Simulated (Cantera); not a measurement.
Input: 1 mol SiH2Cl2, 0.22 mol NH3, 1.2 mol N2.

Method: chemical equilibrium by Gibbs-energy minimisation in Cantera with the NASA 1993 tables (ideal gas, pure condensed phases). Candidate condensed phases: NH4Cl, Si, Si3N4; 28 gas species. Mutual solubility and eutectic melting of coexisting phases are not modelled. The tables' values for SiCl3 are old estimates. Equilibrium is a limit: real reactors are often held back by kinetics, nucleation or transport.

Stable condensed phases, one row left out:

```
T in K \ P in Pa
              5     15     45    140    410   1200   3700  11000  33000 100000
   1900       A      A      B      B      B      B      B      B      C      C
   1825       A      B      B      B      B      B      D      C      C      C
   1675       B      B      B      B      C      C      C      C      C      C
   1600       B      B      B      C      C      C      C      C      C      C
   1525       B      B      C      C      C      C      C      C      C      C
   1450       D      C      C      C      C      C      C      C      C      C
   1375       C      C      C      C      C      C      C      C      C      C
   1300       C      C      C      C      C      C      C      C      C      C
   1225       C      C      C      C      C      C      C      C      C      C
```

A: gas only; B: Si; C: Si3N4; D: Si + Si3N4.

Task: Give the row for 1750 K.

Result: 5: Si; 15: Si; 45: Si; 140: Si; 410: Si; 1200: Si3N4; 3700: Si3N4; 11000: Si3N4; 33000: Si3N4; 100000: Si3N4.
